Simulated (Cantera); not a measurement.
Feed: 1 mol FeS, 0.11 mol O₂, 1.9 mol H₂S, held at 1700 K and 825 Torr.

Method: chemical equilibrium by Gibbs-energy minimisation in Cantera with the NASA 1993 tables (ideal gas, pure condensed phases). Candidate condensed phases: Fe, FeO, Fe(OH)₂, Fe(OH)₃, FeS, FeSO₄, FeS₂, Fe₂O₃, Fe₂(SO₄)₃, Fe₃O₄, H₂O, H₂SO₄, S; 22 gas species. FeS: taken at fixed stoichiometry. Kinetics and transport are ignored.

Base state: H₂ 0.378, H₂S 0.294, S₂ 0.230, H₂O 0.0876, SH 0.00962, SO 0.000256, S₂O 0.000230, SO₂ 0.000197 (mole fractions); condensed: FeS(l).

**Question.** What changes in the equilibrium state with this change: 0.095 mol NH₃ added?

**Answer.** 
| species | before | after |
|---|---|---|
| H₂ | 0.378 | 0.392 |
| H₂S | 0.294 | 0.290 |
| S₂ | 0.230 | 0.208 |
| N₂ | 0 | 0.0179 |
| H₂O | 0.0876 | 0.0821 |
| SO₂ | 0.000197 | 0.000152 |
| S₂O | 0.000230 | 0.000187 |
| FeS(l), mol | 1.000 | 1.000 |
